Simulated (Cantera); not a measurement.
Feed: 1 mol PbCl2, 22 mol H2, held at 1000 °C and 0.640 bar.

Cantera equilibrium calculation (NASA polynomials, part measured and part estimated; ideal gas, pure solids and liquids). Candidate condensed phases: Pb, PbCl2; 10 gas species. Equilibrium is a limit: real reactors are often held back by kinetics, nucleation or transport.

Base state: H2 0.914, HCl 0.0712, PbCl 0.00861, PbCl2 0.00325, Pb 0.00287 (mole fractions); condensed: Pb(l).

### Question
What changes in the equilibrium state with this change: temperature from 1000 °C to 1300 °C?

### Answer
```
species      before    after
----------  -------  -------
H2            0.914    0.891
HCl          0.0712   0.0667
Pb          0.00287   0.0257
PbCl        0.00861   0.0153
H           8.54e-7  4.81e-5
PbCl2       0.00325  0.00104
Pb(l), mol    0.659        0
```
